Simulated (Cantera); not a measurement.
## Ignition delay

Mixture: 11.4 % CH4, 0.752 % C2H6, 23.1 % O2, 64.7 % N2, equivalence ratio 1.1, at 9.87 atm, adiabatic and at constant pressure. Ignition delay is the time to a rise of 400 K.

Computed with Cantera and GRI-Mech 3.0 (53 species, 325 reactions).

| T0 (K) | delay (ms) |
|---|---|
| 1125 | 2.77 |
| 1200 | 1.13 |
| 1275 | 0.512 |
| 1350 | 0.244 |
| 1425 | 0.121 |
| 1500 | 0.0618 |
| 1575 | 0.0327 |
| 1650 | 0.0181 |
| 1725 | 0.0105 |

The apparent activation energy between 1575 and 1725 K is 170 kJ/mol.
